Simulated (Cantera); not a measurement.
An adiabatic, constant-pressure homogeneous reactor starts with CH₄ : O₂ : N₂ = 1 : 2.63 : 14.7 (molar parts), at 1750 K and 0.868 atm. Integrator tolerance rtol = 1e-08.

Cantera simulation using GRI-Mech 3.0 (53 species, 325 reactions); the numbers are that mechanism's predictions, not measurements.

Q: What does this change do: CH4 1 to 1.9 parts?

A: 
```
quantity                                                              before                                    after
---------------------------------  -----------------------------------------  ---------------------------------------
time of steepest temperature rise                                   0.216 ms                                 0.242 ms
temperature at 2.00 s                                                 2600 K                                   2691 K
equilibrium temperature                                               2600 K                                   2691 K
x(CH₄) at 2.00 s                       <1e-12 (gas-phase equilibrium <1e-12)    <1e-12 (gas-phase equilibrium <1e-12)
x(O₂) at 2.00 s                        0.0334 (gas-phase equilibrium 0.0334)  0.00137 (gas-phase equilibrium 0.00137)
x(H₂) at 2.00 s                      0.00523 (gas-phase equilibrium 0.00523)    0.0500 (gas-phase equilibrium 0.0500)
x(N₂O) at 2.00 s                     5.64e-7 (gas-phase equilibrium 5.64e-7)  1.20e-7 (gas-phase equilibrium 1.20e-7)
x(C₂H₆) at 2.00 s                      <1e-12 (gas-phase equilibrium <1e-12)    <1e-12 (gas-phase equilibrium <1e-12)
x(O) at 2.00 s                       0.00455 (gas-phase equilibrium 0.00455)  0.00138 (gas-phase equilibrium 0.00138)
x(HCN) at 2.00 s                   9.19e-11 (gas-phase equilibrium 9.19e-11)  9.35e-9 (gas-phase equilibrium 9.35e-9)
```

Q: What does this change do: constant volume in place of constant pressure?

A: 
| quantity | before | after |
|---|---|---|
| time of steepest temperature rise | 0.216 ms | 0.208 ms |
| temperature at 2.00 s | 2600 K | 2731 K |
| equilibrium temperature | 2600 K | 2731 K |
| x(CH₄) at 2.00 s | <1e-12 (gas-phase equilibrium <1e-12) | <1e-12 (gas-phase equilibrium <1e-12) |
| x(O₂) at 2.00 s | 0.0334 (gas-phase equilibrium 0.0334) | 0.0336 (gas-phase equilibrium 0.0336) |
| x(H₂) at 2.00 s | 0.00523 (gas-phase equilibrium 0.00523) | 0.00689 (gas-phase equilibrium 0.00689) |
| x(N₂O) at 2.00 s | 5.64e-7 (gas-phase equilibrium 5.64e-7) | 8.73e-7 (gas-phase equilibrium 8.73e-7) |
| x(C₂H₆) at 2.00 s | <1e-12 (gas-phase equilibrium <1e-12) | <1e-12 (gas-phase equilibrium <1e-12) |
| x(O) at 2.00 s | 0.00455 (gas-phase equilibrium 0.00455) | 0.00639 (gas-phase equilibrium 0.00639) |
| x(HCN) at 2.00 s | 9.19e-11 (gas-phase equilibrium 9.19e-11) | 2.98e-10 (gas-phase equilibrium 2.98e-10) |

Q: What does this change do: initial temperature 1750 to 1773 K?

A: 
| quantity | before | after |
|---|---|---|
| time of steepest temperature rise | 0.216 ms | 0.187 ms |
| temperature at 2.00 s | 2600 K | 2611 K |
| equilibrium temperature | 2600 K | 2611 K |
| x(CH₄) at 2.00 s | <1e-12 (gas-phase equilibrium <1e-12) | <1e-12 (gas-phase equilibrium <1e-12) |
| x(O₂) at 2.00 s | 0.0334 (gas-phase equilibrium 0.0334) | 0.0335 (gas-phase equilibrium 0.0335) |
| x(H₂) at 2.00 s | 0.00523 (gas-phase equilibrium 0.00523) | 0.00546 (gas-phase equilibrium 0.00546) |
| x(N₂O) at 2.00 s | 5.64e-7 (gas-phase equilibrium 5.64e-7) | 5.75e-7 (gas-phase equilibrium 5.75e-7) |
| x(C₂H₆) at 2.00 s | <1e-12 (gas-phase equilibrium <1e-12) | <1e-12 (gas-phase equilibrium <1e-12) |
| x(O) at 2.00 s | 0.00455 (gas-phase equilibrium 0.00455) | 0.00480 (gas-phase equilibrium 0.00480) |
| x(HCN) at 2.00 s | 9.19e-11 (gas-phase equilibrium 9.19e-11) | 1.02e-10 (gas-phase equilibrium 1.02e-10) |
